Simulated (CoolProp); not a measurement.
Vapour-liquid equilibrium of carbon dioxide (1) + sulfur dioxide (2) at 262 K; x and y are mole fractions of (1).

Computed with CoolProp (multi-fluid Helmholtz-energy mixture model, Span 1996 and Gao 2016; pair parameters Bell 2016).

Task: Give the bubble pressure and the first vapour's composition at x = 0.2, 0.5, 0.575. Is there an azeotrope?

Result: x = 0.2: 6.763 bar, y = 0.871; x = 0.5: 14.12 bar, y = 0.950; x = 0.575: 15.71 bar, y = 0.959. No azeotrope shows between x = 0.05 and 0.95.

The pair parameters rest on a limited set of measurements; away from them the model extrapolates. The gap from Raoult's law changes sign with composition, which may be real or a fault of the pair parameters; it wasn't checked against measurements.
